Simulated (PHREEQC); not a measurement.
A solution holds 0.016 mol/kgw CuSO4, 5.9e-05 mol/kgw HBF4 and 0.00015 mol/kgw H3BO3, at 20 °C. Closed to the air; pH follows from the charge balance.

All values are PHREEQC results (ion-association model, wateq4f.dat), not measurements.

| quantity | before | after |
|---|---|---|
| pH | 3.91 | 4.44 |
| ionic strength (mol/kgw) | 0.0426 | 0.0104 |
| Cu+2 (mol/kgw) | 0.0106 | 0.00260 |
| SO4-2 (mol/kgw) | 0.0106 | 0.00260 |
| CuSO4 (mol/kgw) | 0.00537 | 0.000595 |
| F- (mol/kgw) | 0.000192 | 4.39e-5 |
| SI of Antlerite (Cu3(OH)4SO4) | -1.76 | -1.57 |
| SI of Chalcanthite (CuSO4:5H2O) | -1.90 | -2.86 |

Q: Name the change that produced these shifts.
A) H3BO3 from 0.00015 to 0.0015 mol/kgw
B) diluted 100-fold with water
C) diluted 5-fold with water
D) diluted 10-fold with water
E) HBF4 from 5.9e-05 to 0.000295 mol/kgw

A: C, diluted 5-fold with water

Precipitation was switched off in this run. Real BF4- forms and hydrolyses slowly; the run takes it at equilibrium.
